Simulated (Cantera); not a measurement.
Cantera run, input and output.

```python
import numpy as np
import cantera as ct

gas = ct.Solution("gri30.yaml")
gas.TPX = 1448, 2800, {'C2H6': 1, 'N2': 44}
inlet = ct.Reservoir(gas, clone=True)

reactor = ct.IdealGasConstPressureReactor(gas, energy="off", clone=False)
exhaust = ct.Reservoir(gas, clone=True)
tau = [1.3, 0.56, 0.23, 0.098, 0.041, 0.017, 0.0072, 0.003][0]
for a, b in ((inlet, reactor), (reactor, exhaust)):
    ct.MassFlowController(a, b, mdot=lambda t: reactor.mass / tau)
net = ct.ReactorNet([reactor])
show = ['C2H6', 'C2H2', 'H2', 'CH3', 'C2H4', 'CH2']

rows = []
print(f"{'tau/s':>10s}{'T/K':>9s}" + "".join(f"{s:>11s}" for s in show))
for tau in [1.3, 0.56, 0.23, 0.098, 0.041, 0.017, 0.0072, 0.003]:
    net.initial_time = 0.0
    net.advance(30 * tau)
    before = gas.X
    net.advance(40 * tau)
    drift = np.max(np.abs(gas.X - before) / (gas.X + 1e-9))
    rows.append([gas.T, *gas[show].X, drift])
    print(f"{tau:10.3e}{gas.T:9.1f}" + "".join(f"{x:11.3e}" for x in gas[show].X))
```

Result:

```
     tau/s      T/K       C2H6       C2H2         H2        CH3       C2H4        CH2
 1.300e+00   1448.0  1.024e-04  1.868e-02  3.586e-02  1.662e-04  5.143e-04  2.216e-07
 5.600e-01   1448.0  2.134e-04  1.769e-02  3.394e-02  2.396e-04  9.923e-04  3.509e-07
 2.300e-01   1448.0  4.651e-04  1.607e-02  3.125e-02  3.512e-04  1.941e-03  5.568e-07
 9.800e-02   1448.0  9.849e-04  1.370e-02  2.781e-02  5.057e-04  3.504e-03  8.457e-07
 4.100e-02   1448.0  2.119e-03  1.027e-02  2.327e-02  7.340e-04  5.798e-03  1.250e-06
 1.700e-02   1448.0  4.507e-03  6.092e-03  1.767e-02  1.053e-03  8.028e-03  1.721e-06
 7.200e-03   1448.0  8.692e-03  2.544e-03  1.172e-02  1.390e-03  8.235e-03  2.050e-06
 3.000e-03   1448.0  1.426e-02  6.134e-04  6.097e-03  1.525e-03  5.555e-03  1.957e-06
```

Computed with Cantera and GRI-Mech 3.0 (53 species, 325 reactions). GRI-Mech 3.0 stops at C3 and has no aromatics, soot or wall deposition, so with more carbon than oxygen in the feed, carbon stays in small species such as C2H2 where larger ones or solid carbon would form. Radical loss at walls, strong at low pressure, is not modelled.
